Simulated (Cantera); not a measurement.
Input (Python, Cantera):

```python
import numpy as np
import cantera as ct

gas = ct.Solution("gri30.yaml")
gas.TPX = 1748, 500000, {'CO': 1, 'H2': 0.042, 'O2': 0.474, 'N2': 1.78, 'H2O': 0.82}
reactor = ct.IdealGasReactor(gas, energy="on", clone=False)
net = ct.ReactorNet([reactor])
net.rtol, net.atol = 1e-08, 1e-16
show = ['CO', 'H2', 'O2', 'N2O', 'HO2', 'H2O']
times = np.geomspace(2e-06, 0.2, 16)

steps = ct.SolutionArray(gas, extra=["t"])
rows = []
print(f"{'t/s':>10s}{'T/K':>9s}{'P/Pa':>11s}" + "".join(f"{s:>11s}" for s in show))
for t in times:
    while net.time < t:
        t_next = net.step()
        steps.append(gas.state, t=t_next)
    rows.append([np.interp(t, steps.t, y) for y in (steps.T, steps.P, *steps(*show).X.T)])
    print(f"{t:10.3e}{rows[-1][0]:9.1f}{rows[-1][1]:11.4g}" + "".join(f"{x:11.3e}" for x in rows[-1][2:]))
rate = np.gradient(steps.T, steps.t)
print("integrator steps:", len(steps.t))
if steps.T.max() > steps.T[0] + 200:
    print(f"time of steepest temperature rise: {steps.t[rate.argmax()]:.4e} s")
gas.TPX = 1748, 500000, {'CO': 1, 'H2': 0.042, 'O2': 0.474, 'N2': 1.78, 'H2O': 0.82}
gas.equilibrate("UV")
print(f"equilibrium (UV): T = {gas.T:.1f} K  " + "  ".join(f"{s} {gas[s].X[0]:.3e}" for s in show))
```

Output:

```
       t/s      T/K       P/Pa         CO         H2         O2        N2O        HO2        H2O
 2.000e-06   1748.3  5.001e+05  2.428e-01  1.016e-02  1.150e-01  8.405e-10  1.324e-05  1.992e-01
 4.309e-06   1790.6   5.11e+05  2.324e-01  7.899e-03  1.068e-01  7.827e-08  1.521e-04  1.985e-01
 9.283e-06   2560.6  6.976e+05  1.073e-01  1.881e-02  4.262e-02  6.135e-07  2.780e-05  1.829e-01
 2.000e-05   2882.2  7.673e+05  8.595e-02  1.349e-02  3.038e-02  1.127e-06  1.897e-05  1.979e-01
 4.309e-05   2897.8  7.705e+05  8.456e-02  1.324e-02  2.925e-02  1.172e-06  1.871e-05  1.987e-01
 9.283e-05   2895.0  7.697e+05  8.464e-02  1.327e-02  2.855e-02  1.173e-06  1.827e-05  1.989e-01
 2.000e-04   2890.0  7.682e+05  8.479e-02  1.334e-02  2.737e-02  1.197e-06  1.753e-05  1.991e-01
 4.309e-04   2884.3  7.666e+05  8.497e-02  1.342e-02  2.605e-02  1.258e-06  1.671e-05  1.993e-01
 9.283e-04   2881.6  7.658e+05  8.506e-02  1.346e-02  2.544e-02  1.298e-06  1.632e-05  1.995e-01
 2.000e-03   2881.4  7.657e+05  8.507e-02  1.346e-02  2.538e-02  1.302e-06  1.629e-05  1.995e-01
 4.309e-03   2881.4  7.657e+05  8.507e-02  1.346e-02  2.538e-02  1.302e-06  1.629e-05  1.995e-01
 9.283e-03   2881.4  7.657e+05  8.507e-02  1.346e-02  2.538e-02  1.302e-06  1.629e-05  1.995e-01
 2.000e-02   2881.4  7.657e+05  8.507e-02  1.346e-02  2.538e-02  1.302e-06  1.629e-05  1.995e-01
 4.309e-02   2881.4  7.657e+05  8.507e-02  1.346e-02  2.538e-02  1.302e-06  1.629e-05  1.995e-01
 9.283e-02   2881.4  7.657e+05  8.507e-02  1.346e-02  2.538e-02  1.302e-06  1.629e-05  1.995e-01
 2.000e-01   2881.4  7.657e+05  8.507e-02  1.346e-02  2.538e-02  1.302e-06  1.629e-05  1.995e-01
integrator steps: 1123
time of steepest temperature rise: 6.5788e-06 s
equilibrium (UV): T = 2881.4 K  CO 8.507e-02  H2 1.346e-02  O2 2.538e-02  N2O 1.302e-06  HO2 1.629e-05  H2O 1.995e-01
```

Model: GRI-Mech 3.0 (53 species, 325 reactions), integrated in Cantera. The hydrogen kinetics of GRI-Mech 3.0 are dated; newer H2 mechanisms differ, most at raised pressure.
